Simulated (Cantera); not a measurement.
Feed: 1 mol B2O3, 0.31 mol NH3, 2.2 mol N2, at 1627 °C and 31.5 Torr.

These are equilibrium values from Cantera (NASA tables, ideal gas, pure condensed phases), not measurements of a reactor. Rates play no part.

```json
[
 {"species": "N2", "before": "0.615", "after": "0.834"},
 {"species": "H2", "before": "0.0883", "after": "0.163"},
 {"species": "HBO2", "before": "0.0450", "after": "0.00194"},
 {"species": "B2O3", "before": "0.215", "after": "0.000307"},
 {"species": "B2O2", "before": "0.0122", "after": "6.01e-6"},
 {"species": "HBO", "before": "0.0184", "after": "0.000350"},
 {"species": "BO2", "before": "5.83e-5", "after": "9.83e-9"},
 {"species": "BO", "before": "0.00384", "after": "1.49e-6"},
 {"species": "H", "before": "0.00115", "after": "2.56e-5"},
 {"species": "H2O", "before": "0.000832", "after": "0.000420"},
 {"species": "BN(s), mol", "before": "0", "after": "0.00227"},
 {"species": "B2O3(l), mol", "before": "0", "after": "0.995"}
]
```
Gas species are given as mole fractions.

Q: What was changed between the two runs?
(A) temperature from 1627 °C to 1102 °C
(B) temperature from 1627 °C to 1202 °C
(C) NH3 from 0.31 to 6.6 mol
(D) NH3 from 0.31 to 1.1 mol

A: B, temperature from 1627 °C to 1202 °C. Mutual solubility and eutectic melting of coexisting phases are not modelled
